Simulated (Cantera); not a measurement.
Input (Python, Cantera):

```python
import numpy as np
import cantera as ct

gas = ct.Solution("gri30.yaml")
gas.TPX = 425, 1200000, {'CO': 1, 'H2': 1, 'O2': 2.44, 'N2': 9.17}
inlet = ct.Reservoir(gas, clone=True)
gas.equilibrate("HP")  # start burning
reactor = ct.IdealGasConstPressureReactor(gas, energy="on", clone=False)
exhaust = ct.Reservoir(gas, clone=True)
tau = [0.043, 0.022, 0.011, 0.0056, 0.0028, 0.0014, 0.00072, 0.00036, 0.00018, 9.2e-05, 4.6e-05][0]
for a, b in ((inlet, reactor), (reactor, exhaust)):
    ct.MassFlowController(a, b, mdot=lambda t: reactor.mass / tau)
net = ct.ReactorNet([reactor])
show = ['CO', 'H2', 'O2', 'NO', 'HO2', 'H2O2', 'CO2']

rows = []
print(f"{'tau/s':>10s}{'T/K':>9s}" + "".join(f"{s:>11s}" for s in show))
for tau in [0.043, 0.022, 0.011, 0.0056, 0.0028, 0.0014, 0.00072, 0.00036, 0.00018, 9.2e-05, 4.6e-05]:
    net.initial_time = 0.0
    net.advance(30 * tau)
    before = gas.X
    net.advance(40 * tau)
    drift = np.max(np.abs(gas.X - before) / (gas.X + 1e-9))
    rows.append([gas.T, *gas[show].X, drift])
    print(f"{tau:10.3e}{gas.T:9.1f}" + "".join(f"{x:11.3e}" for x in gas[show].X))
```

Output:

```
     tau/s      T/K         CO         H2         O2         NO        HO2       H2O2        CO2
 4.300e-02   1611.1  2.980e-04  2.825e-05  1.143e-01  3.266e-06  2.929e-06  1.541e-07  7.899e-02
 2.200e-02   1609.4  4.866e-04  4.572e-05  1.144e-01  3.447e-06  4.606e-06  2.113e-07  7.879e-02
 1.100e-02   1606.6  8.082e-04  7.538e-05  1.145e-01  3.626e-06  7.446e-06  2.942e-07  7.845e-02
 5.600e-03   1602.2  1.330e-03  1.234e-04  1.147e-01  3.656e-06  1.198e-05  4.075e-07  7.791e-02
 2.800e-03   1594.5  2.243e-03  2.076e-04  1.151e-01  3.407e-06  1.971e-05  5.751e-07  7.695e-02
 1.400e-03   1581.0  3.876e-03  3.602e-04  1.159e-01  2.819e-06  3.299e-05  8.373e-07  7.525e-02
 7.200e-04   1555.8  6.961e-03  6.611e-04  1.173e-01  1.972e-06  5.661e-05  1.331e-06  7.203e-02
 3.600e-04    425.0  7.348e-02  7.348e-02  1.793e-01 -7.467e-24 -5.088e-20 -1.034e-18 -1.712e-16
 1.800e-04    425.0  7.348e-02  7.348e-02  1.793e-01 -1.412e-26  1.125e-22 -1.956e-21 -3.228e-19
 9.200e-05    425.0  7.348e-02  7.348e-02  1.793e-01 -8.921e-28  9.503e-23 -1.235e-22 -1.996e-20
 4.600e-05    425.0  7.348e-02  7.348e-02  1.793e-01 -5.635e-29  4.123e-23 -7.803e-24 -1.064e-21
```

Model: GRI-Mech 3.0 (53 species, 325 reactions), integrated in Cantera. The hydrogen kinetics of GRI-Mech 3.0 are dated; newer H2 mechanisms differ, most at raised pressure. The pressure lies above the range GRI-Mech 3.0 was tuned for (to about 10 atm).
